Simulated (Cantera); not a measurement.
A closed system holds: 1 mol TiO2, 2000 mol H2, 0.045 mol H2O, held at 100000 Pa.

Cantera equilibrium calculation (NASA polynomials, part measured and part estimated; ideal gas, pure solids and liquids). Candidate condensed phases: H2O, Ti, TiO, TiO2, Ti2O3, Ti3O5, Ti4O7; 12 gas species. Mutual solubility and eutectic melting of coexisting phases are not modelled. Equilibrium is a limit: real reactors are often held back by kinetics, nucleation or transport.

Problem. Which condensed phases are stable at each of these points (T (K)): 1300, 1350, 1400, 1450, 1500, 1550, 1600, 1650, 1700, 1750, 1800, 1850, 1900?

Solution. 
```
T (K)     condensed phases  Ti condensed (%)
-----  -------------------  ----------------
1300              Ti3O5(s)             100.0
1350              Ti3O5(s)             100.0
1400              Ti3O5(s)             100.0
1450   Ti2O3(s) + Ti3O5(s)             100.0
1500              Ti2O3(s)             100.0
1550              Ti2O3(s)             100.0
1600              Ti2O3(s)             100.0
1650              Ti2O3(s)             100.0
1700              Ti2O3(s)             100.0
1750              Ti2O3(s)             100.0
1800              Ti2O3(s)             100.0
1850              Ti2O3(s)             100.0
1900              Ti2O3(s)             100.0
```

From 1300 K to 1400 K the condensed part is Ti3O5(s). At 1450 K the condensed part is Ti2O3(s) + Ti3O5(s). From 1500 K to 1900 K the condensed part is Ti2O3(s).
